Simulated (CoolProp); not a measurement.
Dimethyl carbonate along the isobar 0.464 MPa: Z from the reference equation and from simpler models built on Tc = 557.0 K, pc = 4.909 MPa, ω = 0.346; each cubic takes its own stable root.

Model: reference Helmholtz-energy equation of state, Zhou 2011, in CoolProp.

```csv
T (K),phase,reference,Pitzer virial,van der Waals,Redlich-Kwong,Soave-Redlich-Kwong,Peng-Robinson
505.3,gas,0.9539,0.9529,0.9634,0.9561,0.9536,0.9496
511.7,gas,0.9558,0.9550,0.9645,0.9577,0.9556,0.9516
518,gas,0.9576,0.9569,0.9656,0.9592,0.9574,0.9535
524.3,gas,0.9593,0.9588,0.9666,0.9606,0.9592,0.9553
530.6,gas,0.9609,0.9605,0.9676,0.9620,0.9609,0.9571
536.9,gas,0.9624,0.9622,0.9685,0.9633,0.9625,0.9587
543.2,gas,0.9638,0.9637,0.9694,0.9646,0.9640,0.9603
549.5,gas,0.9652,0.9652,0.9703,0.9658,0.9655,0.9618
555.8,gas,0.9665,0.9666,0.9711,0.9669,0.9669,0.9632
562.1,gas,0.9677,0.9680,0.9719,0.9680,0.9682,0.9646
568.4,gas,0.9689,0.9692,0.9727,0.9690,0.9695,0.9659
574.8,gas,0.9701,0.9705,0.9734,0.9701,0.9707,0.9672
581.1,gas,0.9712,0.9716,0.9742,0.9710,0.9719,0.9684
587.4,gas,0.9722,0.9727,0.9748,0.9719,0.9730,0.9696
593.7,gas,0.9732,0.9738,0.9755,0.9728,0.9740,0.9707
600,gas,0.9741,0.9748,0.9762,0.9737,0.9751,0.9717
```
